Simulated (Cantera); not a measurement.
Input: 1 mol Ta₂O₅, 13 mol CO, held at 1448.15 K and 41000 Pa.

These are equilibrium values from Cantera (NASA tables, ideal gas, pure condensed phases), not measurements of a reactor. Candidate condensed phases: C, Ta, TaC, Ta₂O₅; 15 gas species. Mutual solubility and eutectic melting of coexisting phases are not modelled. TaC: taken at fixed stoichiometry. Condensed phases not in the tables: Ta₂C. Kinetics and transport are ignored.

Base state: CO 0.998, CO₂ 0.00161 (mole fractions); condensed: TaC(s) + Ta₂O₅(s).

Q: What changes in the equilibrium state with this change: Ta₂O₅ replaced by Cu₂O?

A: 
| species | before | after |
|---|---|---|
| CO | 0.998 | 0.923 |
| CO₂ | 0.00161 | 0.0769 |
| TaC(s), mol | 0.00599 | 0 |
| Ta₂O₅(s), mol | 0.997 | 0 |
| Cu(l), mol | 0 | 2.00 |
Further candidate phases: Cu, CuO, Cu₂O.

Q: What changes in the equilibrium state with this change: Ta₂O₅ replaced by SiO₂?

A: 
```json
[
 {"species": "CO", "before": "0.998", "after": "1.000"},
 {"species": "CO₂", "before": "0.00161", "after": "0.000437"},
 {"species": "TaC(s), mol", "before": "0.00599", "after": "0"},
 {"species": "Ta₂O₅(s), mol", "before": "0.997", "after": "0"},
 {"species": "C(graphite), mol", "before": "0", "after": "0.00567"},
 {"species": "SiO₂(β-quartz), mol", "before": "0", "after": "1.000"}
]
```
The tables hold silica as quartz up to 1696 K and as liquid above; real silica turns to tridymite and cristobalite and melts near 1996 K. Further candidate phases: Si, SiC, SiO₂.
